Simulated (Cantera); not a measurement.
A freely propagating, adiabatic, planar premixed flame of H2 : O2 : N2 = 1 : 0.633 : 3.04 (molar parts), equivalence ratio 0.79, unburnt at 650 K and 680000 Pa; mixture-averaged transport, grid criteria slope 0.08 and curve 0.16, no radiation.

Cantera simulation using the H2/O2 subset of GRI-Mech 3.0, which has no nitrogen chemistry; the numbers are that mechanism's predictions, not measurements. The hydrogen kinetics of GRI-Mech 3.0 are dated; newer H2 mechanisms differ, most at raised pressure. Burning velocities carry a grid error of a few per cent, more on coarse grids.

Q: Predict: laminar burning velocity; thermal thickness; peak x(H2O2); peak x(O); peak x(HO2); peak x(OH).

A: 
| Quantity | Value |
|---|---|
| laminar burning velocity | 351 cm/s |
| thermal thickness | 0.0463 mm |
| peak x(H2O2) | 0.000106 |
| peak x(O) | 0.00484 |
| peak x(HO2) | 0.000824 |
| peak x(OH) | 0.00994 |
